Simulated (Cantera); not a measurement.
Input: 1 mol Si, 0.041 mol N2O, 520 mol N2, equilibrated at 1775 °C and 75.0 Torr.

Method: chemical equilibrium by Gibbs-energy minimisation in Cantera with the NASA 1993 tables (ideal gas, pure condensed phases). Candidate condensed phases: Si, SiO2, Si2N2O, Si3N4; 16 gas species. The tables' values for SiN are old estimates; treat these amounts as uncertain. Equilibrium is a limit: real reactors are often held back by kinetics, nucleation or transport.

Base state: N2 0.999, Si 0.000757, SiO 7.88e-5, Si2N 7.00e-5, SiN 5.57e-5 (mole fractions); condensed: Si(l).

Q: What changes in the equilibrium state with this change: Si replaced by Si3N4?

A: 
```
species       before     after
----------  --------  --------
N2             0.999     0.999
Si          0.000757  0.000757
SiO          7.88e-5   7.85e-5
SiN          5.57e-5   5.57e-5
Si2N         7.00e-5   7.00e-5
Si(l), mol     0.451      2.45
```

Q: What changes in the equilibrium state with this change: pressure from 75.0 Torr to 0.0570 Torr?

A: 
```json
[
 {"species": "N2", "before": "0.999", "after": "0.998"},
 {"species": "Si", "before": "0.000757", "after": "0.00184"},
 {"species": "SiO", "before": "7.88e-5", "after": "7.87e-5"},
 {"species": "Si2N", "before": "7.00e-5", "after": "8.63e-9"},
 {"species": "SiN", "before": "5.57e-5", "after": "3.72e-6"},
 {"species": "Si(l), mol", "before": "0.451", "after": "0"}
]
```
